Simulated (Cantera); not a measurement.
Feed: 1 mol Zr, 0.88 mol NH3, at 2173.15 K and 4.60 Pa.

These are equilibrium values from Cantera (NASA tables, ideal gas, pure condensed phases), not measurements of a reactor. Candidate condensed phases: Zr, ZrN; 11 gas species. Mutual solubility and eutectic melting of coexisting phases are not modelled. ZrN: taken at fixed stoichiometry. Condensed phases not in the tables: N, O or C dissolved in the metal. Rates play no part.

Base state: H 0.502, H2 0.497, Zr 0.000927, N2 0.000216 (mole fractions); condensed: Zr(l) + ZrN(s).

Task: What changes in the equilibrium state with this change: pressure from 4.60 Pa to 100000 Pa?

Result: 
| species | before | after |
|---|---|---|
| H2 | 0.497 | 0.995 |
| H | 0.502 | 0.00482 |
| Zr | 0.000927 | 4.26e-8 |
| N2 | 0.000216 | 9.93e-9 |
| Zr(l), mol | 0.119 | 0.120 |
| ZrN(s), mol | 0.879 | 0.880 |

Task: What changes in the equilibrium state with this change: Zr replaced by Cr?

Result: 
| species | before | after |
|---|---|---|
| H | 0.502 | 0.340 |
| Cr | 0 | 0.301 |
| H2 | 0.497 | 0.227 |
| N2 | 0.000216 | 0.132 |
| Zr | 0.000927 | 0 |
| Zr(l), mol | 0.119 | 0 |
| ZrN(s), mol | 0.879 | 0 |
Further candidate phases: Cr, CrN, Cr2N.

Task: What changes in the equilibrium state with this change: NH3 from 0.88 to 2.8 mol?

Result: 
| species | before | after |
|---|---|---|
| H | 0.502 | 0.455 |
| H2 | 0.497 | 0.409 |
| N2 | 0.000216 | 0.136 |
| Zr | 0.000927 | 3.69e-5 |
| Zr(l), mol | 0.119 | 0 |
| ZrN(s), mol | 0.879 | 1.000 |
